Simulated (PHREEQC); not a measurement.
A column of 0.1 m (30 cells, dispersivity 0.005 m, 3600 s a shift, diffusion coefficient 3e-10 m²/s) holds 0.0018 eq of the database's cation exchanger X per kg of pore water, first in equilibrium with 0.39 mmol/kgw CaCl2 and 0.01 mmol/kgw HCl. It is flushed with 2.6 mmol/kgw NaCl and 0.01 mmol/kgw HCl, at 40 °C. Values are for the last cell. No CO2 enters from the air. No solid was allowed to form.

Base run: PHREEQC, ion-association model, phreeqc.dat. Each further column changes one thing. The table gives NaX on the exchanger (mol/kgw).

| pore volumes | base | exchange capacity from 0.0018 to 0.0009 eq/kgw | dispersivity from 0.005 to 0.01 m |
|---|---|---|---|
| 0 | 0 | 0 | 0 |
| 0.55 | 2.85e-6 | ? | ? |
| 1.217 | 8.55e-5 | 5.03e-5 | 8.74e-5 |
| 1.75 | 0.000157 | 9.60e-5 | 0.000149 |
| 2.283 | 0.000206 | ? | 0.000197 |
| 2.817 | 0.000243 | 0.000152 | 0.000234 |
| 3.483 | 0.000278 | ? | 0.000271 |
| 4.017 | 0.000302 | ? | 0.000295 |

Problem. Fill in the missing entries.

Solution. 
- 0.55, exchange capacity from 0.0018 to 0.0009 eq/kgw: 1.62e-6
- 0.55, dispersivity from 0.005 to 0.01 m: 8.99e-6
- 2.283, exchange capacity from 0.0018 to 0.0009 eq/kgw: 0.000128
- 3.483, exchange capacity from 0.0018 to 0.0009 eq/kgw: 0.000174
- 4.017, exchange capacity from 0.0018 to 0.0009 eq/kgw: 0.000189

Away from 25 °C the constants follow the database's enthalpies or fits; those with neither stay at their 25 °C values.
